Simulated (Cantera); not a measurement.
Input (Python, Cantera) and output of one run.

```python
import numpy as np
import cantera as ct

gas_names = """
    C CH CH2 CH3 CH2OH CH3O CH4 CH3OH CO CO2 COOH C2 C2H CHCO,ketyl C2H2,acetylene C2H2,vinylidene
    CH2CO,ketene C2H3,vinyl CH3CO,acetyl C2H4 C2H4O,ethylen CH3CHO,ethanal CH3COOH (HCOOH)2 C2H5 C2H6
    CH3OCH3 C2H5OH C2O C3 C3H3,propargyl C3H4,allene C3H4,propyne C3H4,cyclo- C3H5,allyl C3H6,propylene
    C3H6,cyclo- C3H6O C3H7,n-propyl C3H7,i-propyl C3H8 C3H8O,1propanol C3H8O,2propanol C3O2 C4 C4H2
    C4H4,1,3-cyclo- C4H6,butadiene C4H6,2-butyne C4H6,cyclo- C4H8,1-butene C4H8,cis2-buten
    C4H8,tr2-butene C4H8,isobutene C4H8,cyclo- (CH3COOH)2 C4H9,n-butyl C4H9,i-butyl C4H9,s-butyl
    C4H9,t-butyl C4H10,isobutane C4H10,n-butane C5 C5H6,1,3cyclo- C5H8,cyclo- C5H10,1-pentene
    C5H10,cyclo- C5H11,pentyl C5H11,t-pentyl C5H12,n-pentane C5H12,i-pentane CH3C(CH3)2CH3 C6H2
    C6H5,phenyl C6H5O,phenoxy C6H6 C6H5OH,phenol C6H10,cyclo- C6H12,1-hexene C6H12,cyclo- C6H13,n-hexyl
    C7H7,benzyl C7H8 C7H8O,cresol C7H14,1-heptene C7H15,n-heptyl C7H16,n-heptane C8H8,styrene
    C8H10,ethylbenz C8H16,1-octene C8H17,n-octyl C8H18,isooctane C8H18,n-octane C9H19,n-nonyl
    C10H8,naphthale C10H21,n-decyl C12H9,o-bipheny C12H10,bipheny H HCO HO2 H2 HCHO,formaldehy HCOOH H2O
    H2O2 Mg MgH MgO MgOH MgO2H2 Mg2 O OH O2 O3
""".split()
cond_names = """
    C(gr) C6H6(L) C7H8(L) C8H18(L),n-octa H2O(s) H2O(L) Mg(cr) Mg(L) MgCO3(s) MgO(s) MgO(L) MgO2H2(s)
""".split()


def load(file, names, dense=False):
    # The tables refer to 1 bar. Condensed volumes are neglected.
    table = {s.name: s for s in ct.Species.list_from_file(file)}
    out = []
    for n in names:
        d = dict(table[n].input_data)
        d["thermo"] = dict(d["thermo"], **{"reference-pressure": 1e5})
        if dense:
            d["equation-of-state"] = {"model": "constant-volume", "density": "1e6 g/cm^3"}
        out.append(ct.Species.from_dict(d))
    return out


gas = ct.Solution(thermo="ideal-gas", species=load("nasa_gas.yaml", gas_names))
cond = {s.name: ct.Solution(thermo="fixed-stoichiometry", species=[s], name=s.name)
        for s in load("nasa_condensed.yaml", cond_names, dense=True)}
atoms = {
    'MgO': {'Mg': 1, 'O': 1},
    'CH4': {'C': 1, 'H': 4},
    'CO': {'C': 1, 'O': 1},
}
top_T = {'C(gr)': 4500}  # K; cautious upper limits of use, not melting points


def equilibrate(T, P, feed):
    n = {}
    for name, mol in feed.items():
        for a, k in atoms[name].items():
            n[a] = n.get(a, 0.0) + k * mol
    gas.TPX = T, P, n
    mass = sum(n.values()) * gas.mean_molecular_weight
    gas.equilibrate("TP")
    valid = [c for c in cond.values() if c.min_temp <= T <= top_T.get(c.name, c.max_temp)]
    mix = ct.Mixture([(gas, mass / gas.mean_molecular_weight)] + [(c, 0.0) for c in valid])
    mix.T, mix.P = T, P
    mix.equilibrate("TP", solver="vcs", rtol=1e-11, max_steps=5000)
    return mix


results = []
feed = {'MgO': 1, 'CH4': 3.5, 'CO': 0.01}  # mol
P = 270000  # Pa
for T in [1573, 1673, 1773, 1873, 1973, 2073, 2173, 2273, 2373, 2473]:
    mix = equilibrate(T, P, feed)
    results.append((T, P, feed, dict(zip(mix.species_names, mix.species_moles))))

top = {s: max(r[3][s] / sum(r[3][g] for g in gas_names) for r in results) for s in gas_names}
cols = sorted((s for s in top if top[s] > 1e-06), key=lambda s: -top[s])[:5]
seen = [c for c in cond_names if any(r[3].get(c, 0) > 1e-12 for r in results)]
print("log10 of partial pressures in bar; condensed amounts in mol")
print(f"{'T/K':>10s}" + "".join(f"{s[:9]:>10s}" for s in cols + seen))
for T, P, feed, n in results:
    ng = sum(n[g] for g in gas_names)
    print(f"{T:10.4g}" + "".join(f"{np.log10(max(n[s] / ng * P / 1e5, 1e-99)):10.3f}" for s in cols)
          + "".join(f"{n.get(c, 0):10.4g}" for c in seen))
```

Result:

```
log10 of partial pressures in bar; condensed amounts in mol
       T/K        H2        CO        Mg         H C2H2,acet     C(gr)    MgO(s)
      1573     0.428    -2.298    -2.936    -4.177    -4.257     3.462    0.9969
      1673     0.427    -1.918    -2.092    -3.730    -3.818     3.455    0.9785
      1773     0.419    -1.436    -1.492    -3.336    -3.435     3.395    0.9127
      1873     0.395    -0.971    -0.995    -2.993    -3.111     3.195    0.7097
      1973     0.328    -0.545    -0.559    -2.706    -2.866      2.56   0.07599
      2073     0.320    -0.519    -0.533    -2.420    -2.592     2.478         0
      2173     0.319    -0.519    -0.534    -2.157    -2.337     2.465         0
      2273     0.317    -0.519    -0.535    -1.917    -2.106     2.444         0
      2373     0.315    -0.520    -0.536    -1.697    -1.896     2.411         0
      2473     0.311    -0.521    -0.537    -1.496    -1.705     2.363         0
```

Method: chemical equilibrium by Gibbs-energy minimisation in Cantera with the NASA 1993 tables (ideal gas, pure condensed phases). The tables' values for MgH are old estimates; treat these amounts as uncertain.
